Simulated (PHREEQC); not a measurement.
Dissolve 0.028 mol/kgw CuSO4, 0.00038 mol/kgw HNO3 and 6.3e-05 mol/kgw Na2SO4 at 64 °C. Closed to the air; pH follows from the charge balance.

Model: ion-association model, phreeqc.dat, run in PHREEQC.

| Property | Result |
|---|---|
| pH | 3.91 |
| ionic strength | 0.0658 mol/kgw |
| specific conductance | 6590 µS/cm |
| density | 0.985 g/cm³ |
| total alkalinity | -0.380 meq/kg |

| species | molality | activity | log γ |
|---|---|---|---|
| Cu+2 | 0.0164 | 0.00696 | -0.373 |
| SO4-2 | 0.0163 | 0.00650 | -0.398 |
| CuSO4 | 0.0115 | 0.0117 | 0.007 |
| NO3- | 0.000380 | 0.000293 | -0.112 |
| HSO4- | 0.000256 | 0.000203 | -0.102 |
| H+ | 0.000147 | 0.000122 | -0.080 |
| Na+ | 0.000121 | 9.64e-5 | -0.099 |
| Cu2(OH)2+2 | 1.11e-5 | 4.35e-6 | -0.406 |
| NaSO4- | 4.88e-6 | 3.91e-6 | -0.096 |
| CuOH+ | 7.25e-7 | 5.69e-7 | -0.105 |
| Cu(OH)2 | 9.57e-9 | 9.72e-9 | 0.007 |

No solid was allowed to form. Complexes and solids missing from the database can't appear. At this temperature some constants are extrapolated from 25 °C, and those without enthalpy data are left unchanged.
